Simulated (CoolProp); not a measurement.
The fluid at 298.15 K and 7.05 MPa is throttled through a valve to 4.84 MPa with no heat exchange. The same conditions are run with several fluids, on thermodynamics alone (safety and materials aside).

The numbers come from the reference Helmholtz-energy equation of state of each fluid (R143a: Lemmon and Jacobsen 2000; propane: Lemmon 2009; R123: Younglove 1994; propylene glycol: Eisenbach 2021; hydrogen chloride: Thol 2018) in CoolProp.

### Question
Rank R143a, propane, R123, propylene glycol, hydrogen chloride by temperature change (K), highest first.

### Answer
R123 (+0.8), propylene glycol (+0.7), propane (+0.3), R143a (-0.1), hydrogen chloride (-1.3)

```csv
fluid,final density (kg/m³)
R143a,962
propane,503
R123,1480
propylene glycol,1030
hydrogen chloride,820
```
